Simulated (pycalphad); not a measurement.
## Freezing of Si-Cu alloys with rising Cu

CALPHAD calculation (pycalphad, COST 507 light-alloy database (1999)), 1 atm. The database dates from 1999; later assessments differ in places, in temperatures and in the compounds included. Phase fractions are per mole of atoms.

Scheil-Gulliver runs (no diffusion in the solid, steps of 4 K) beside full equilibrium.

| alloy | liquidus (°C) | Scheil, half solid (°C) | Scheil, 80 % solid (°C) | Scheil, invariant end (°C) | liquid left at that end | equilibrium solidus (°C) |
|---|---|---|---|---|---|---|
| Si-21.52Cu (at.%) | 1281 | 1125 | at the invariant end | 800 | 0.31 | 800 |
| Si-28.7Cu (at.%) | 1230 | 993 | at the invariant end | 800 | 0.41 | 800 |
| Si-43.05Cu (at.%) | 1125 | at the invariant end | at the invariant end | 801 | 0.62 | 800 |
| Si-57.4Cu (at.%) | … | at the invariant end | at the invariant end | 801 | … | 800 |

### Question
Some entries are withheld; supply them.

### Answer

- Si-57.4Cu (at.%), liquidus (°C): 993
- Si-57.4Cu (at.%), liquid left at that end: 0.83
